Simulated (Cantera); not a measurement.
Feed: 1 mol Al(CH3)3, 4.6 mol N2, 360 mol H2, equilibrated at 1875 K and 0.133 bar.

These are equilibrium values from Cantera (NASA tables, ideal gas, pure condensed phases), not measurements of a reactor. Candidate condensed phases: Al, AlN, C, C6H6, C7H8, C8H18; 97 gas species. The feed counts by its element totals alone. Kinetics and transport are ignored.

Base state: H2 0.986, N2 0.0108, H 0.00178, HCN 0.000901, Al 0.000322, C2H2 (acetylene) 0.000312, CH4 7.85e-5, AlH 4.37e-5 (mole fractions); condensed: AlN(s) + C(graphite).

### Question
What changes in the equilibrium state with this change: pressure from 0.133 bar to 33.0 Pa?

### Answer
| species | before | after |
|---|---|---|
| H2 | 0.986 | 0.949 |
| H | 0.00178 | 0.0352 |
| N2 | 0.0108 | 0.0117 |
| Al | 0.000322 | 0.00264 |
| CH4 | 7.85e-5 | 1.80e-7 |
| AlH | 4.37e-5 | 1.75e-5 |
| C2H2 (acetylene) | 0.000312 | 0.000301 |
| HNC | 4.02e-5 | 4.10e-5 |
| AlN(s), mol | 0.865 | 0 |
| C(graphite), mol | 2.39 | 2.41 |
